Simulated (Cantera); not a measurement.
A freely propagating, adiabatic, planar premixed flame of CO : H2 : O2 : N2 = 1 : 0.45 : 0.873 : 3.76 (molar parts), unburnt at 473 K and 1000000 Pa; mixture-averaged transport, grid criteria slope 0.08 and curve 0.16, no radiation.

Model: GRI-Mech 3.0 (53 species, 325 reactions), integrated in Cantera. The hydrogen kinetics of GRI-Mech 3.0 are dated; newer H2 mechanisms differ, most at raised pressure. Burning velocities carry a grid error of a few per cent, more on coarse grids.

Predict: laminar burning velocity; thermal thickness; peak x(H); peak x(HO2).


| Property | Value |
|---|---|
| laminar burning velocity | 58.1 cm/s |
| thermal thickness | 0.0604 mm |
| peak x(H) | 0.00178 |
| peak x(HO2) | 0.000533 |
